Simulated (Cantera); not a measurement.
What does this Cantera script print?

```python
import numpy as np
import cantera as ct

gas_names = """
    O
""".split()
cond_names = """
    V2O4(I) V2O4(II) V2O4(L) V(cr) V(L)
""".split()


def load(file, names, dense=False):
    # The tables refer to 1 bar. Condensed volumes are neglected.
    table = {s.name: s for s in ct.Species.list_from_file(file)}
    out = []
    for n in names:
        d = dict(table[n].input_data)
        d["thermo"] = dict(d["thermo"], **{"reference-pressure": 1e5})
        if dense:
            d["equation-of-state"] = {"model": "constant-volume", "density": "1e6 g/cm^3"}
        out.append(ct.Species.from_dict(d))
    return out


species = {s.name: s for s in load("nasa_gas.yaml", gas_names) + load("nasa_condensed.yaml", cond_names)}
# Each term lists the table entries of one substance; the one whose range holds T is used.
reactions = {
    'V2O4 = 4 O(g) + 2 V':
        [(-1, ['V2O4(I)', 'V2O4(II)', 'V2O4(L)']), (4, ['O']), (2, ['V(cr)', 'V(L)'])],
}


def pick(names, T):
    return next(species[n] for n in names if species[n].thermo.min_temp <= T <= species[n].thermo.max_temp)


results = []
for label, terms in reactions.items():
    print(label)
    print("     T/K   dH/kJ  dS/(J/K)   dG/kJ   log10 K")
    for T in [1625, 1825, 2025, 2225, 2425, 2625]:
        used = [(nu, pick(names, T)) for nu, names in terms]
        dH = sum(nu * s.thermo.h(T) for nu, s in used) / 1e6
        dS = sum(nu * s.thermo.s(T) for nu, s in used) / 1e3
        dG = dH - T * dS / 1e3
        logK = -dG * 1e6 / (ct.gas_constant * T * np.log(10))
        results.append((label, T, dH, dS, dG, logK, [s.name for _, s in used]))
        print(f"{T:8g} {dH:8.1f} {dS:8.1f} {dG:8.1f} {logK:8.2f}")
```

Output:

```
V2O4 = 4 O(g) + 2 V
     T/K   dH/kJ  dS/(J/K)   dG/kJ   log10 K
    1625   2398.5    558.6   1490.7   -47.92
    1825   2282.6    494.8   1379.7   -39.49
    2025   2272.5    489.5   1281.2   -33.05
    2225   2309.5    506.3   1183.0   -27.77
    2425   2302.0    503.0   1082.1   -23.31
    2625   2294.4    500.0    981.8   -19.54
```

Source: NASA polynomial tables (part measured, part estimated), evaluated in Cantera. Condensed species are held in their standard states even where they would react or evaporate.
